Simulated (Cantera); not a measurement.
An isothermal, constant-pressure homogeneous reactor starts with CH₄ : CO₂ : H₂ = 1 : 0.37 : 1.8 (molar parts), at 1525 K and 620000 Pa. Integrator tolerance rtol = 1e-08.

Model: GRI-Mech 3.0 (53 species, 325 reactions), integrated in Cantera. GRI-Mech 3.0 stops at C3 and has no aromatics, soot or wall deposition, so with more carbon than oxygen in the feed, carbon stays in small species such as C2H2 where larger ones or solid carbon would form.

What does this change do: pressure from 620000 Pa to 190000 Pa?


```json
[
 {"quantity": "x(CH₄) at 30.0 s", "before": "0.176 (gas-phase equilibrium 0.142)", "after": "0.114 (gas-phase equilibrium 0.101)"},
 {"quantity": "x(CO₂) at 30.0 s", "before": "0.00330 (gas-phase equilibrium 4.92e-6)", "after": "0.00241 (gas-phase equilibrium 6.63e-7)"},
 {"quantity": "x(H₂) at 30.0 s", "before": "0.613 (gas-phase equilibrium 0.662)", "after": "0.662 (gas-phase equilibrium 0.692)"},
 {"quantity": "x(HCO) at 30.0 s", "before": "1.07e-8 (gas-phase equilibrium 1.32e-8)", "after": "6.08e-9 (gas-phase equilibrium 7.20e-9)"},
 {"quantity": "x(HO₂) at 30.0 s", "before": "<1e-12 (gas-phase equilibrium <1e-12)", "after": "<1e-12 (gas-phase equilibrium <1e-12)"},
 {"quantity": "x(O₂) at 30.0 s", "before": "<1e-12 (gas-phase equilibrium <1e-12)", "after": "<1e-12 (gas-phase equilibrium <1e-12)"},
 {"quantity": "x(C₂H₆) at 30.0 s", "before": "0.000189 (gas-phase equilibrium 0.000115)", "after": "7.37e-5 (gas-phase equilibrium 5.53e-5)"}
]
```

What does this change do: pressure from 620000 Pa to 220000 Pa?


```tsv
quantity	before	after
x(CH₄) at 30.0 s	0.176 (gas-phase equilibrium 0.142)	0.123 (gas-phase equilibrium 0.108)
x(CO₂) at 30.0 s	0.00330 (gas-phase equilibrium 4.92e-6)	0.00248 (gas-phase equilibrium 8.34e-7)
x(H₂) at 30.0 s	0.613 (gas-phase equilibrium 0.662)	0.656 (gas-phase equilibrium 0.687)
x(HCO) at 30.0 s	1.07e-8 (gas-phase equilibrium 1.32e-8)	6.54e-9 (gas-phase equilibrium 7.77e-9)
x(HO₂) at 30.0 s	<1e-12 (gas-phase equilibrium <1e-12)	<1e-12 (gas-phase equilibrium <1e-12)
x(O₂) at 30.0 s	<1e-12 (gas-phase equilibrium <1e-12)	<1e-12 (gas-phase equilibrium <1e-12)
x(C₂H₆) at 30.0 s	0.000189 (gas-phase equilibrium 0.000115)	8.57e-5 (gas-phase equilibrium 6.31e-5)
```
